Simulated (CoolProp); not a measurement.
Properties of decamethyltetrasiloxane (MD2M) along the isotherm 326.85 °C (Tc = 326.2 °C, pc = 1.144 MPa, ω = 0.635).

The numbers come from the reference Helmholtz-energy equation of state, Thol 2017 in CoolProp.

| p (MPa) | phase | cp (kJ/(kg K)) | speed of sound (m/s) | fugacity coefficient |
|---|---|---|---|---|
| 0.88 | gas | 2.256 | 81.83 | … |
| 1.76 | supercritical | 2.550 | … | 0.4832 |
| 2.64 | supercritical | … | 198.1 | 0.3614 |
| 3.52 | supercritical | 2.345 | 236.3 | 0.3021 |
| 4.4 | supercritical | 2.317 | 266.4 | 0.2684 |
| 5.28 | supercritical | 2.299 | 291.9 | 0.2477 |
| 6.16 | supercritical | 2.286 | 314.2 | 0.2347 |
| 7.04 | supercritical | 2.276 | 334.4 | … |
| 7.92 | supercritical | 2.269 | 352.8 | 0.2218 |
| 8.8 | supercritical | 2.262 | 369.8 | 0.2195 |
| 9.68 | supercritical | 2.257 | 385.8 | … |
| 10.6 | supercritical | … | 401.4 | 0.2207 |
| 11.4 | supercritical | 2.249 | 414.4 | 0.2232 |

Q: Fill in the missing entries.

A: 
- 0.88, fugacity coefficient: 0.7587
- 1.76, speed of sound (m/s): 141.3
- 2.64, cp (kJ/(kg K)): 2.397
- 7.04, fugacity coefficient: 0.2265
- 9.68, fugacity coefficient: 0.2193
- 10.6, cp (kJ/(kg K)): 2.253
